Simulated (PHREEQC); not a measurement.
Model water analysis in mg/L, 25 °C, pH 6.45, pe 10.9:

```json
[
 {"constituent": "Na", "mg/L": "0.84"},
 {"constituent": "K", "mg/L": "0.00288"},
 {"constituent": "Ca", "mg/L": "2.7"},
 {"constituent": "Mg", "mg/L": "2.87"},
 {"constituent": "Cl", "mg/L": "4.18"},
 {"constituent": "S(6) as SO4", "mg/L": "8.23"},
 {"constituent": "Alkalinity as HCO3", "mg/L": "7.35"},
 {"constituent": "O(0) (dissolved oxygen)", "mg/L": "0.258"},
 {"constituent": "Pb", "mg/L": "0.0162"}
]
```

Na is adjusted to close the charge balance.
Valence states are taken as typed.

All values are PHREEQC results (ion-association model, wateq4f.dat), not measurements.

```csv
quantity,before,after
HCO3- (mol/kgw),0.000121,0.000120
CO2 (mol/kgw),9.34e-5,8.07e-5
SO4-2 (mol/kgw),8.30e-5,8.18e-5
MgSO4 (mol/kgw),1.79e-6,2.81e-6
CaSO4 (mol/kgw),8.71e-7,1.01e-6
MgHCO3+ (mol/kgw),1.46e-7,1.63e-7
SI of Cerrusite (PbCO3),-1.99,-2.11
SI of Pb(OH)2 (Pb(OH)2),-2.56,-1.94
```

Task: What was changed between the two runs?
A) pH from 6.45 to 5.95 at the same alkalinity
B) temperature from 25 to 45 °C at the same typed pH
C) all concentrations times 3 at the same typed pH
D) pH from 6.45 to 6.75 at the same alkalinity

Result: B, temperature from 25 to 45 °C at the same typed pH

This is a speciation only: nothing precipitates in the calculation. Constants without temperature data keep their 25 °C values here.
